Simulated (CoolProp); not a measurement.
Carbonyl sulfide along the isobar 39.3 bar: density (kg/m³) from the reference equation and from simpler models built on Tc = 105.6 °C, pc = 63.69 bar, ω = 0.098; each cubic takes its own stable root.

The numbers come from the reference Helmholtz-energy equation of state, Lemmon 2006 in CoolProp. It is a short technical equation, of lower accuracy than the large ones.

```
T (°C)   phase  reference
------  ------  ---------
-23.05  liquid       1121
3.55    liquid       1058
30.15   liquid      986.1
56.75   liquid      896.2
83.35      gas      121.4
109.95     gas      97.79
136.55     gas      84.91
163.15     gas      76.06
189.75     gas      69.36
216.35     gas      64.02
242.95     gas      59.61
269.55     gas      55.88
```

Q: How far does each simpler model (Redlich-Kwong, Soave-Redlich-Kwong, Peng-Robinson) lie from the reference over these 12 states: mean and median of the absolute difference, and the worst?

A: 
- Redlich-Kwong: mean 3.2 %, median 0.6 %, worst -11.5 % at 56.75 °C and 39.3 bar
- Soave-Redlich-Kwong: mean 2.7 %, median 0.4 %, worst -10.0 % at 56.75 °C and 39.3 bar
- Peng-Robinson: mean 2.9 %, median 2.1 %, worst +7.1 % at -23.05 °C and 39.3 bar
